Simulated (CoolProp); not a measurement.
A single-stage vapour-compression cycle with R1233zd(E): evaporating at 271.15 K (dew point), condensing at 305.15 K (bubble point), superheat 2 K, subcooling 2 K, compressor efficiency 0.9, no pressure losses. Each further row changes one setting.

Values from CoolProp's reference Helmholtz-energy equation of state, Akasaka 2022.

```
case                              cooling COP  pressure ratio  discharge temperature (K)  refrigerating effect (kJ/kg)  volumetric capacity (kJ/m³)
--------------------------------  -----------  --------------  -------------------------  ----------------------------  ---------------------------
as stated                                6.44            3.74                      310.3                           168                          438
evaporating temperature 276.15 K         7.83             [?]                      309.4                           171                          548
condensing temperature 300.15 K          7.71            3.15                      305.3                           174                          454
subcooling 7 K                           6.67            3.74                      310.3                           174                          454
superheat 12 K                            [?]            3.74                      320.5                           175                          [?]
compressor efficiency 0.8                5.73            3.74                        [?]                           168                          438
```

**Question.** Fill in the missing entries.

**Answer.** 
- evaporating temperature 276.15 K, pressure ratio: 3.01
- superheat 12 K, cooling COP: 6.47
- superheat 12 K, volumetric capacity (kJ/m³): 440
- compressor efficiency 0.8, discharge temperature (K): 314.2
